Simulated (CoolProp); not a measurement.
Vapour pressure (MPa) of dimethyl carbonate: the reference equation beside estimates from Tc = 557.0 K, pc = 4.909 MPa, ω = 0.346. Clausius-Clapeyron is anchored at 443.1 K with a constant enthalpy of vaporisation of 28.10 kJ/mol.

Model: reference Helmholtz-energy equation of state, Zhou 2011, in CoolProp.

```csv
T (K),reference,Lee-Kesler,Clausius-Clapeyron,van der Waals,Redlich-Kwong,Soave-Redlich-Kwong,Peng-Robinson
436.4,0.6659,0.6784,0.6797,1.708,1.039,0.6805,0.6725
438.6,___,0.7105,0.7066,___,1.077,0.7129,0.7044
440.9,0.7308,0.7451,0.7356,1.791,1.119,0.7480,0.7389
443.1,0.7642,0.7795,0.7642,1.833,1.160,0.7828,0.7731
445.4,___,0.8166,0.7949,1.878,1.203,0.8205,0.8102
447.6,0.8360,0.8534,0.8251,1.921,1.246,0.8578,0.8468
449.9,0.8747,0.8931,0.8575,1.967,1.292,0.8982,0.8865
452.2,0.9147,0.9342,0.8909,2.014,1.339,0.9399,___
454.4,0.9543,0.9748,0.9238,2.059,1.385,0.9812,0.9683
456.7,0.9970,1.019,0.9590,2.107,1.434,1.026,1.012
458.9,1.039,1.062,0.9937,2.153,1.483,1.070,1.056
461.2,1.085,1.109,1.031,2.202,___,___,1.102
463.4,1.130,1.155,1.067,2.250,1.585,1.165,___
465.7,1.178,1.205,1.106,2.301,1.639,___,1.199
467.9,1.226,1.254,1.145,2.350,1.692,1.265,1.248
```

Q: What belongs in the gaps?

A: 
- 438.6, reference: 0.6971
- 438.6, van der Waals: 1.748
- 445.4, reference: 0.8003
- 452.2, Peng-Robinson: 0.9276
- 461.2, Redlich-Kwong: 1.534
- 461.2, Soave-Redlich-Kwong: 1.118
- 463.4, Peng-Robinson: 1.149
- 465.7, Soave-Redlich-Kwong: 1.215

Absolute difference from the reference over all 15 rows, mean and median: Lee-Kesler 2.1 and 2.1 %, Clausius-Clapeyron 3.0 and 2.6 %, van der Waals 121.7 and 120.2 %, Redlich-Kwong 46.6 and 46.4 %, Soave-Redlich-Kwong 2.7 and 2.8 %, Peng-Robinson 1.4 and 1.4 %.
